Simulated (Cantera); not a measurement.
A closed system holds: 1 mol Al, a varied amount of O2, 570 mol H2, 1.5 mol NH3, equilibrated at 1425 °C and 0.0160 bar.

Method: chemical equilibrium by Gibbs-energy minimisation in Cantera with the NASA 1993 tables (ideal gas, pure condensed phases). Candidate condensed phases: Al, AlN, Al2O3, H2O; 35 gas species. Mutual solubility and eutectic melting of coexisting phases are not modelled. Equilibrium is a limit: real reactors are often held back by kinetics, nucleation or transport.

log p: log10 of the partial pressure in bar; n: condensed amount in mol.

```
n(O2) (mol)  log p H2  log p H2O  log p N2  log p H  n AlN(s)  n Al2O3(s)
-----------  --------  ---------  --------  -------  --------  ----------
0.36            -1.80      -7.61     -4.74    -4.74     0.206       0.214
0.52            -1.80      -7.59     -4.68    -4.74    0.0158       0.323
0.77            -1.80          ?     -4.68    -4.74         0       0.500
1.1             -1.80          ?     -4.68    -4.74         0       0.500
1.6             -1.80          ?     -4.68    -4.74         0       0.500
2.4             -1.80          ?     -4.68    -4.74         0       0.500
3.5             -1.80          ?     -4.68    -4.74         0       0.500
```

**Question.** Complete the blanks.

**Answer.** 
- 0.77, log p H2O: -5.94
- 1.1, log p H2O: -4.71
- 1.6, log p H2O: -4.32
- 2.4, log p H2O: -4.04
- 3.5, log p H2O: -3.81
